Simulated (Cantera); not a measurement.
Cantera run:

```python
import numpy as np
import cantera as ct

gas_names = """
    H HO2 H2 H2O H2O2 O OH O2 O3
""".split()
cond_names = """
    H2O(s) H2O(L)
""".split()


def load(file, names, dense=False):
    # The tables refer to 1 bar. Condensed volumes are neglected.
    table = {s.name: s for s in ct.Species.list_from_file(file)}
    out = []
    for n in names:
        d = dict(table[n].input_data)
        d["thermo"] = dict(d["thermo"], **{"reference-pressure": 1e5})
        if dense:
            d["equation-of-state"] = {"model": "constant-volume", "density": "1e6 g/cm^3"}
        out.append(ct.Species.from_dict(d))
    return out


gas = ct.Solution(thermo="ideal-gas", species=load("nasa_gas.yaml", gas_names))
cond = {s.name: ct.Solution(thermo="fixed-stoichiometry", species=[s], name=s.name)
        for s in load("nasa_condensed.yaml", cond_names, dense=True)}
atoms = {
    'H2O': {'H': 2, 'O': 1},
    'O2': {'O': 2},
}
top_T = {}  # K; cautious upper limits of use, not melting points


def equilibrate(T, P, feed):
    n = {}
    for name, mol in feed.items():
        for a, k in atoms[name].items():
            n[a] = n.get(a, 0.0) + k * mol
    gas.TPX = T, P, n
    mass = sum(n.values()) * gas.mean_molecular_weight
    gas.equilibrate("TP")
    valid = [c for c in cond.values() if c.min_temp <= T <= top_T.get(c.name, c.max_temp)]
    mix = ct.Mixture([(gas, mass / gas.mean_molecular_weight)] + [(c, 0.0) for c in valid])
    mix.T, mix.P = T, P
    mix.equilibrate("TP", solver="vcs", rtol=1e-11, max_steps=5000)
    return mix


results = []
feed = {'H2O': 1, 'O2': 8.7}  # mol
T = 3150  # K
P = 1000  # Pa
mix = equilibrate(T, P, feed)
results.append((T, P, feed, dict(zip(mix.species_names, mix.species_moles))))
x = sorted(zip(gas.X, gas.species_names), reverse=True)
print(f"T = {T:g} K  P = {P:g} Pa  gas = {mix.phase_moles(0):.4g} mol")
print("   x: " + "  ".join(f"{s} {v:.3e}" for v, s in x if v > 0.001))
print("   condensed (mol): " + ("  ".join(f"{mix.phase(i).name} {mix.phase_moles(i):.4g}"
      for i in range(1, mix.n_phases) if mix.phase_moles(i) > 1e-12) or "none"))
```

It prints:

```
T = 3150 K  P = 1000 Pa  gas = 17.32 mol
   x: O 7.305e-01  O2 1.562e-01  H 9.240e-02  OH 1.867e-02  H2 1.423e-03
   condensed (mol): none
```

Cantera equilibrium calculation (NASA polynomials, part measured and part estimated; ideal gas, pure solids and liquids).
